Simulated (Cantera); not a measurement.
# Ignition delay

Mixture: CH4 : C2H6 : C3H8 : O2 : N2 = 1 : 0.26 : 0.88 : 6.09 : 18.9 (molar parts), at 170000 Pa, adiabatic and at constant pressure. Ignition delay is the time to a rise of 400 K.

Cantera simulation using GRI-Mech 3.0 (53 species, 325 reactions); the numbers are that mechanism's predictions, not measurements. GRI-Mech 3.0 was tuned for natural gas; its chemistry of propane as a main component is partial and can be far from experiment.

```
T0 (K)  delay (ms)
------  ----------
1225          1.73
1300         0.555
1375         0.206
1450        0.0893
1525        0.0447
1600        0.0253
1675        0.0159
1750        0.0108
1825       0.00776
```

* **apparent activation energy between 1675 and 1825 K**: 120 kJ/mol
